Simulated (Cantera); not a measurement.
What does this Cantera script print?

```python
import numpy as np
import cantera as ct

gas = ct.Solution("gri30.yaml")
gas.TPX = 1250, 13332, {'N2O': 1, 'N2': 0.12}
inlet = ct.Reservoir(gas, clone=True)

reactor = ct.IdealGasConstPressureReactor(gas, energy="off", clone=False)
exhaust = ct.Reservoir(gas, clone=True)
tau = [0.58, 0.18, 0.054, 0.016, 0.005, 0.0015, 0.00046, 0.00014][0]
for a, b in ((inlet, reactor), (reactor, exhaust)):
    ct.MassFlowController(a, b, mdot=lambda t: reactor.mass / tau)
net = ct.ReactorNet([reactor])
show = ['N2O', 'NO', 'O', 'NO2', 'N2', 'O2']

rows = []
print(f"{'tau/s':>10s}{'T/K':>9s}" + "".join(f"{s:>11s}" for s in show))
for tau in [0.58, 0.18, 0.054, 0.016, 0.005, 0.0015, 0.00046, 0.00014]:
    net.initial_time = 0.0
    net.advance(30 * tau)
    before = gas.X
    net.advance(40 * tau)
    drift = np.max(np.abs(gas.X - before) / (gas.X + 1e-9))
    rows.append([gas.T, *gas[show].X, drift])
    print(f"{tau:10.3e}{gas.T:9.1f}" + "".join(f"{x:11.3e}" for x in gas[show].X))
```

It prints:

```
     tau/s      T/K        N2O         NO          O        NO2         N2         O2
 5.800e-01   1250.0  7.635e-01  1.121e-02  3.800e-06  1.423e-05  1.862e-01  3.911e-02
 1.800e-01   1250.0  8.481e-01  3.887e-03  3.821e-06  4.186e-06  1.345e-01  1.351e-02
 5.400e-02   1250.0  8.789e-01  1.210e-03  3.826e-06  8.751e-07  1.156e-01  4.202e-03
 1.600e-02   1250.0  8.887e-01  3.622e-04  3.820e-06  1.240e-07  1.097e-01  1.257e-03
 5.000e-03   1250.0  8.916e-01  1.129e-04  3.799e-06  1.455e-08  1.079e-01  3.918e-04
 1.500e-03   1250.0  8.925e-01  3.327e-05  3.726e-06  1.352e-09  1.074e-01  1.154e-04
 4.600e-04   1250.0  8.927e-01  9.609e-06  3.508e-06  1.152e-10  1.072e-01  3.333e-05
 1.400e-04   1250.0  8.928e-01  2.453e-06  2.942e-06  7.557e-12  1.072e-01  8.508e-06
```

Cantera simulation using GRI-Mech 3.0 (53 species, 325 reactions); the numbers are that mechanism's predictions, not measurements. GRI-Mech 3.0 was tuned for natural gas; its chemistry of N2O as a main component is partial and can be far from experiment. The mechanism lacks the step 2 NO + O2 → 2 NO2, which can matter for NO2 below about 1400 K. The temperature is held fixed by assumption; the heat of reaction is taken as removed at once.
